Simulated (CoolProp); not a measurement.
R124 at several states: Z from the reference equation and from simpler models built on Tc = 122.3 °C, pc = 36.24 bar, ω = 0.288; each cubic takes its own stable root.

The numbers come from the reference Helmholtz-energy equation of state, de Vries 1995 in CoolProp.

```tsv
T (°C)	p (bar)	phase	reference
56.75	11.3	liquid	0.04543
-56.25	27	liquid	0.1274
180.35	6.13	gas	0.9631
-117.45	3.73	liquid	0.02234
```

Task: How far does each simpler model (van der Waals, Redlich-Kwong, Soave-Redlich-Kwong, Peng-Robinson) lie from the reference over these 4 states: mean and median of the absolute difference, and the worst?

Result: 
- van der Waals: mean 466.6 %, median 67.0 %, worst +1732.3 % at 56.75 °C and 11.3 bar
- Redlich-Kwong: mean 414.6 %, median 12.8 %, worst +1632.6 % at 56.75 °C and 11.3 bar
- Soave-Redlich-Kwong: mean 8.4 %, median 10.5 %, worst +12.7 % at 56.75 °C and 11.3 bar
- Peng-Robinson: mean 1.1 %, median 0.6 %, worst -2.9 % at -56.25 °C and 27 bar

At some of these states van der Waals, Redlich-Kwong gives the other phase, because its saturation line lies elsewhere.
